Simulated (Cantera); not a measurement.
Cantera run:

```python
import numpy as np
import cantera as ct

gas_names = """
    H HO2 H2 H2O H2O2 O OH O2 O3 Si SiH SiH2 SiH3 SiH4 SiO SiO2 Si2 Si3
""".split()
cond_names = """
    H2O(s) H2O(L) Si(cr) Si(L) SiO2(Lqz) SiO2(hqz) SiO2(L)
""".split()


# ... load() reads the species with a 1 bar reference pressure and builds the phases ...
atoms = {
    'SiH4': {'Si': 1, 'H': 4},
    'O3': {'O': 3},
    'H2': {'H': 2},
}
top_T = {}  # K; cautious upper limits of use, not melting points


# ... equilibrate(T, P, feed) seeds the gas with the atoms and calls Mixture.equilibrate('TP', solver="vcs", rtol=1e-11, max_steps=5000) ...
results = []
feed = {'SiH4': 1, 'O3': 0.44, 'H2': 0.39}  # mol
T = 1425  # K
P = 12000  # Pa
mix = equilibrate(T, P, feed)
results.append((T, P, feed, dict(zip(mix.species_names, mix.species_moles))))
x = sorted(zip(gas.X, gas.species_names), reverse=True)
print(f"T = {T:g} K  P = {P:g} Pa  gas = {mix.phase_moles(0):.4g} mol")
print("   x: " + "  ".join(f"{s} {v:.3e}" for v, s in x if v > 0.001))
print("   condensed (mol): " + ("  ".join(f"{mix.phase(i).name} {mix.phase_moles(i):.4g}"
      for i in range(1, mix.n_phases) if mix.phase_moles(i) > 1e-12) or "none"))
```

Output:

```
T = 1425 K  P = 12000 Pa  gas = 2.392 mol
   x: H2 9.990e-01  SiO 1.023e-03
   condensed (mol): Si(cr) 0.3388  SiO2(hqz) 0.6588
```

Method: chemical equilibrium by Gibbs-energy minimisation in Cantera with the NASA 1993 tables (ideal gas, pure condensed phases). Mutual solubility and eutectic melting of coexisting phases are not modelled. The tables hold silica as quartz up to 1696 K and as liquid above; real silica turns to tridymite and cristobalite and melts near 1996 K.
